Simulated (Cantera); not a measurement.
A Cantera script and its output.

```python
import numpy as np
import cantera as ct

gas = ct.Solution("gri30.yaml")
gas.TPX = 723, 250000, {'H2': 1, 'O2': 0.417, 'N2': 1.57}
inlet = ct.Reservoir(gas, clone=True)
gas.equilibrate("HP")  # start burning
reactor = ct.IdealGasConstPressureReactor(gas, energy="on", clone=False)
exhaust = ct.Reservoir(gas, clone=True)
tau = [0.032, 0.013, 0.005, 0.002, 0.00079, 0.00031, 0.00012, 4.9e-05, 2e-05][0]
for a, b in ((inlet, reactor), (reactor, exhaust)):
    ct.MassFlowController(a, b, mdot=lambda t: reactor.mass / tau)
net = ct.ReactorNet([reactor])
show = ['H2', 'O2', 'HO2', 'O', 'H2O2', 'H2O']

rows = []
print(f"{'tau/s':>10s}{'T/K':>9s}" + "".join(f"{s:>11s}" for s in show))
for tau in [0.032, 0.013, 0.005, 0.002, 0.00079, 0.00031, 0.00012, 4.9e-05, 2e-05]:
    net.initial_time = 0.0
    net.advance(30 * tau)
    before = gas.X
    net.advance(40 * tau)
    drift = np.max(np.abs(gas.X - before) / (gas.X + 1e-9))
    rows.append([gas.T, *gas[show].X, drift])
    print(f"{tau:10.3e}{gas.T:9.1f}" + "".join(f"{x:11.3e}" for x in gas[show].X))
```

Output:

```
     tau/s      T/K         H2         O2        HO2          O       H2O2        H2O
 3.200e-02   2628.1  6.848e-02  1.032e-03  8.215e-07  5.560e-04  1.456e-07  3.090e-01
 1.300e-02   2624.5  6.856e-02  1.111e-03  8.856e-07  5.915e-04  1.524e-07  3.086e-01
 5.000e-03   2615.1  6.877e-02  1.314e-03  1.051e-06  6.840e-04  1.690e-07  3.074e-01
 2.000e-03   2594.8  6.929e-02  1.755e-03  1.419e-06  8.932e-04  2.008e-07  3.050e-01
 7.900e-04   2553.0  7.051e-02  2.665e-03  2.199e-06  1.355e-03  2.543e-07  3.001e-01
 3.100e-04   2478.0  7.278e-02  4.324e-03  3.701e-06  2.276e-03  3.307e-07  2.917e-01
 1.200e-04   2360.0  7.601e-02  6.989e-03  6.469e-06  3.896e-03  4.457e-07  2.793e-01
 4.900e-05   2210.5  7.926e-02  1.048e-02  1.106e-05  6.073e-03  6.440e-07  2.650e-01
 2.000e-05   2031.4  8.249e-02  1.509e-02  1.894e-05  8.528e-03  1.076e-06  2.494e-01
```

Cantera simulation using GRI-Mech 3.0 (53 species, 325 reactions); the numbers are that mechanism's predictions, not measurements. The hydrogen kinetics of GRI-Mech 3.0 are dated; newer H2 mechanisms differ, most at raised pressure.
